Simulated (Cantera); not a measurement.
What does this Cantera script print?

```python
import numpy as np
import cantera as ct

gas = ct.Solution("gri30.yaml")


def delay(T, t_max=10):
    gas.TPX = T, 101325, {'CH4': 1, 'O2': 3.64, 'N2': 13.7}
    reactor = ct.IdealGasConstPressureReactor(gas, clone=False)
    net = ct.ReactorNet([reactor])
    net.rtol, net.atol = 1e-8, 1e-16
    while net.time < t_max:
        t_old, T_old = net.time, reactor.T
        net.step()
        if reactor.T > T + 400:  # ignition: a rise of 400 K
            return t_old + (T + 400 - T_old) / (reactor.T - T_old) * (net.time - t_old)
    return np.nan


taus = []
for T in [1050, 1125, 1200, 1275, 1350, 1425, 1500, 1575, 1650, 1725]:
    taus.append(delay(T))
    print(f"T0 = {T:6g} K   tau = {taus[-1]:.4e} s")
```

Result:

```
T0 =   1050 K   tau = 3.4055e-01 s
T0 =   1125 K   tau = 1.0135e-01 s
T0 =   1200 K   tau = 3.3095e-02 s
T0 =   1275 K   tau = 1.1828e-02 s
T0 =   1350 K   tau = 4.6283e-03 s
T0 =   1425 K   tau = 1.9918e-03 s
T0 =   1500 K   tau = 9.4647e-04 s
T0 =   1575 K   tau = 4.9445e-04 s
T0 =   1650 K   tau = 2.8003e-04 s
T0 =   1725 K   tau = 1.6923e-04 s
```

Computed with Cantera and GRI-Mech 3.0 (53 species, 325 reactions).
